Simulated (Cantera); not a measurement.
A perfectly stirred reactor is fed with C3H8 : O2 : N2 = 1 : 5 : 39.5 (molar parts), equivalence ratio 1.0, at 3750 Torr; it is adiabatic with a 300 K inlet, and is followed from long to short residence time, starting on the burning branch (τ in s: 0.12, 0.033, 0.0094, 0.0027, 0.00077, 0.00022, 6.3e-05, 1.8e-05, 5.1e-06).

Computed with Cantera and GRI-Mech 3.0 (53 species, 325 reactions). GRI-Mech 3.0 was tuned for natural gas; its chemistry of propane as a main component is partial and can be far from experiment.

Task: What does this change do: N2 39.5 to 28 parts?

Result: 
```csv
quantity,before,after
"blow-out, bracketed by the residence times tried","burning at 9.40 ms, out at 2.70 ms","burning at 0.220 ms, out at 63.0 µs"
x(C3H8) at τ = 0.120 s,1.36e-6,2.52e-7
x(O2) at τ = 0.120 s,0.00117,0.00178
x(HO2) at τ = 0.120 s,1.02e-6,4.39e-7
x(C2H4) at τ = 0.120 s,5.47e-6,1.48e-6
x(CO2) at τ = 0.120 s,0.0628,0.0826
x(C3H8) at τ = 0.770 ms,0.0220,1.35e-5
x(O2) at τ = 0.770 ms,0.110,0.00817
x(HO2) at τ = 0.770 ms,<1e-12,9.22e-6
x(C2H4) at τ = 0.770 ms,<1e-12,4.53e-5
x(CO2) at τ = 0.770 ms,<1e-12,0.0720
```
